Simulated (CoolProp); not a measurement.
Vapour-liquid equilibrium of diethyl ether (1) + ethanol (2) at 85.35 °C; x and y are mole fractions of (1).

Model: multi-fluid Helmholtz-energy mixture model, Thol 2014 and Schroeder 2014; pair parameters Bell 2016, in CoolProp.

```json
[
 {"x": "0.05", "bubble pressure, mixture model (MPa)": "0.1694", "bubble pressure, Raoult's law (MPa)": "0.1488", "y, mixture model": "0.248", "y, Raoult's law": "0.155"},
 {"x": "0.15", "bubble pressure, mixture model (MPa)": "0.2329", "bubble pressure, Raoult's law (MPa)": "0.1817", "y, mixture model": "?", "y, Raoult's law": "0.381"},
 {"x": "0.25", "bubble pressure, mixture model (MPa)": "0.2828", "bubble pressure, Raoult's law (MPa)": "0.2145", "y, mixture model": "0.618", "y, Raoult's law": "0.537"},
 {"x": "0.35", "bubble pressure, mixture model (MPa)": "0.3213", "bubble pressure, Raoult's law (MPa)": "0.2474", "y, mixture model": "?", "y, Raoult's law": "0.652"},
 {"x": "0.45", "bubble pressure, mixture model (MPa)": "0.3515", "bubble pressure, Raoult's law (MPa)": "0.2803", "y, mixture model": "?", "y, Raoult's law": "0.740"},
 {"x": "0.55", "bubble pressure, mixture model (MPa)": "?", "bubble pressure, Raoult's law (MPa)": "0.3131", "y, mixture model": "0.784", "y, Raoult's law": "0.810"},
 {"x": "0.65", "bubble pressure, mixture model (MPa)": "0.3976", "bubble pressure, Raoult's law (MPa)": "0.3460", "y, mixture model": "0.823", "y, Raoult's law": "0.866"},
 {"x": "0.75", "bubble pressure, mixture model (MPa)": "0.4174", "bubble pressure, Raoult's law (MPa)": "0.3789", "y, mixture model": "0.863", "y, Raoult's law": "0.913"},
 {"x": "0.85", "bubble pressure, mixture model (MPa)": "0.4360", "bubble pressure, Raoult's law (MPa)": "0.4117", "y, mixture model": "?", "y, Raoult's law": "0.952"},
 {"x": "0.95", "bubble pressure, mixture model (MPa)": "0.4533", "bubble pressure, Raoult's law (MPa)": "0.4446", "y, mixture model": "0.966", "y, Raoult's law": "0.985"}
]
```

Task: Complete the blanks.

Result: 
- 0.15, y, mixture model: 0.495
- 0.35, y, mixture model: 0.691
- 0.45, y, mixture model: 0.743
- 0.55, bubble pressure, mixture model (MPa): 0.3761
- 0.85, y, mixture model: 0.909

The largest gap from Raoult's law is +31.8 % in bubble pressure, at x = 0.25. No azeotrope shows between x = 0.05 and 0.95.

The pair parameters rest on a limited set of measurements; away from them the model extrapolates.
